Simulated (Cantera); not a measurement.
Charge: 1 mol C₃H₈, 0.035 mol NH₃, 13 mol H₂, 0.033 mol H₂O, at 2475 K and 6100 Pa.

These are equilibrium values from Cantera (NASA tables, ideal gas, pure condensed phases), not measurements of a reactor. Candidate condensed phases: C, C₆H₆, C₇H₈, C₈H₁₈, H₂O; 136 gas species. Equilibrium is a limit: real reactors are often held back by kinetics, nucleation or transport.

Base state: H₂ 0.901, H 0.0865, C₂H₂ (acetylene) 0.00876, CO 0.00184, HCN 0.00115, N₂ 0.000333, HNC 0.000131, C₂H 5.72e-5 (mole fractions); condensed: C(graphite).

### Question
What changes in the equilibrium state with this change: H₂O from 0.033 to 0.25 mol?

### Answer
```csv
species,before,after
H₂,0.901,0.890
H,0.0865,0.0859
CO,0.00184,0.0136
N₂,0.000333,0.000323
HCN,0.00115,0.00113
HNC,0.000131,0.000128
"C(graphite), mol",2.62,2.40
```

### Question
What changes in the equilibrium state with this change: temperature from 2475 K to 873 K?

### Answer
| species | before | after |
|---|---|---|
| H₂ | 0.901 | 0.971 |
| CH₄ | 7.74e-6 | 0.0258 |
| CO | 0.00184 | 0.00158 |
| H | 0.0865 | <1e-9 |
| C₂H₂ (acetylene) | 0.00876 | <1e-9 |
| H₂O | 2.62e-9 | 0.000397 |
| HNC | 0.000131 | <1e-9 |
| HCN | 0.00115 | 1.60e-8 |
| C(graphite), mol | 2.62 | 2.54 |

### Question
What changes in the equilibrium state with this change: H₂O from 0.033 to 0.37 mol?

### Answer
```csv
species,before,after
H₂,0.901,0.884
H,0.0865,0.0857
CO,0.00184,0.0199
N₂,0.000333,0.000317
HCN,0.00115,0.00111
HNC,0.000131,0.000127
CH₃,1.34e-5,1.31e-5
"C(graphite), mol",2.62,2.28
```
